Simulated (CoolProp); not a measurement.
Aqueous calcium chloride as a coolant, at 37 °C, 1 atm.

Values from CoolProp's Melinder's fits for secondary coolants.

```tsv
mass %	freezing point (°C)	density (kg/m³)	conductivity (W/(m K))	cp (kJ/(kg K))	viscosity (mPa s)
3.9	-1.8	(withheld)	0.622	3.969	0.778
6.8	-3.4	1050	0.618	3.816	0.836
9.7	(withheld)	1077	0.614	3.661	0.904
12.5	(withheld)	1104	0.610	3.511	0.986
15.4	-11.5	1130	0.607	3.361	1.10
18.2	-15.4	1156	0.603	3.226	1.24
21.1	-20.2	1182	0.598	3.102	1.44
23.9	(withheld)	1208	(withheld)	2.999	(withheld)
26.8	-34.6	1237	0.589	2.909	2.00
29.7	-46.5	1269	0.584	2.827	2.41
```

Problem. Complete the blanks.

Solution. 
- 3.9, density (kg/m³): 1024
- 9.7, freezing point (°C): -5.6
- 12.5, freezing point (°C): -8.2
- 23.9, freezing point (°C): -26.2
- 23.9, conductivity (W/(m K)): 0.594
- 23.9, viscosity (mPa s): 1.68
